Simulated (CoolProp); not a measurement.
A closed Brayton cycle with nitrogen: compressor inlet 321.15 K and 2.8 MPa, high pressure 5.08 MPa, turbine inlet 995 K, compressor efficiency 0.85, turbine efficiency 0.85, recuperator effectiveness 0.9 (on enthalpy, no pinch check). Each further row changes one setting.

The numbers come from the reference Helmholtz-energy equation of state, Span 2000 in CoolProp.

```json
[
 {"case": "as stated", "thermal efficiency (%)": "34.3", "net work (kJ/kg)": "67.2", "compressor to turbine work": "0.52", "compressor exit (K)": "391.8", "turbine exit (K)": "874.8"},
 {"case": "turbine inlet 945 K", "thermal efficiency (%)": "32.7", "net work (kJ/kg)": "60.1", "compressor to turbine work": "0.55", "compressor exit (K)": "391.8", "turbine exit (K)": "829.8"},
 {"case": "compressor inlet 331.15 K", "thermal efficiency (%)": "33.4", "net work (kJ/kg)": "64.8", "compressor to turbine work": "0.54", "compressor exit (K)": "403.9", "turbine exit (K)": "874.8"},
 {"case": "high pressure 4.32 MPa", "thermal efficiency (%)": "31.7", "net work (kJ/kg)": "52.2", "compressor to turbine work": "0.50", "compressor exit (K)": "371.3", "turbine exit (K)": "906.0"},
 {"case": "recuperator effectiveness 0.5", "thermal efficiency (%)": "16.5", "net work (kJ/kg)": "67.2", "compressor to turbine work": "0.52", "compressor exit (K)": "391.8", "turbine exit (K)": "874.8"}
]
```
